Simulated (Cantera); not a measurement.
A closed system holds: 1 mol FeS2, 36 mol H2, 0.64 mol N2, equilibrated at 1348.15 K and 13.5 Torr.

Equilibrium computed with Cantera from the NASA thermochemical tables; the gas is ideal and each condensed phase is pure. Candidate condensed phases: Fe, FeS, FeS2, S; 16 gas species. FeS: taken at fixed stoichiometry. The numbers say what is thermodynamically allowed, not how fast it happens.

Base state: H2 0.956, H2S 0.0259, N2 0.0175, S2 0.000600, SH 0.000198, H 1.69e-5 (mole fractions); condensed: FeS(s).

What changes in the equilibrium state with this change: FeS2 replaced by Al2O3?


```csv
species,before,after
H2,0.956,0.983
N2,0.0175,0.0175
H,1.69e-5,1.71e-5
H2S,0.0259,0
S2,0.000600,0
SH,0.000198,0
"FeS(s), mol",1.000,0
"Al2O3(s), mol",0,1.000
```
Further candidate phases: Al, AlN, Al2O3, H2O.
